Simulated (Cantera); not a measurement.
Low-pressure radical oxidation in H2/O2

An isothermal, constant-pressure homogeneous reactor starts with 16.7 % H₂, 83.3 % O₂, at 1375 K and 1.73 Torr.

Detailed kinetics in Cantera: the H2/O2 subset of GRI-Mech 3.0, which has no nitrogen chemistry. Radical loss at walls, strong at low pressure, is not modelled. The temperature is held fixed by assumption; the heat of reaction is taken as removed at once.

```
t (s)        x H₂   x O₂     x H₂O     x HO₂    x H₂O₂       x H
--------  -------  -----  --------  --------  --------  --------
1.00e-6     0.167  0.833    <1e-12  3.94e-10    <1e-12  3.92e-10
5.01e-6     0.167  0.833    <1e-12   1.97e-9    <1e-12   1.94e-9
2.51e-5     0.167  0.833  7.41e-11   9.90e-9  1.12e-12   9.19e-9
0.000126    0.167  0.833   7.17e-9   4.96e-8  2.79e-11   4.13e-8
0.000632    0.167  0.833   7.18e-7   2.48e-7  6.84e-10   5.34e-7
0.00317     0.135  0.813    0.0223   5.08e-7   1.34e-8    0.0118
0.0159    0.00720  0.721     0.130   8.81e-7   3.27e-8    0.0445
0.0796    0.00680  0.728     0.134   8.93e-7   3.35e-8    0.0398
0.399     0.00496  0.758     0.151   9.14e-7   3.55e-8    0.0225
2.00      0.00106  0.806     0.175   6.13e-7   2.49e-8   0.00196
```
x: mole fraction; the columns are a selection and need not sum to one.

Equilibrium at this temperature and pressure: H₂ 1.29e-6, O₂ 0.818, H₂O 0.182, HO₂ 6.01e-8, H₂O₂ 7.45e-10, H 8.17e-8 (gas phase only).
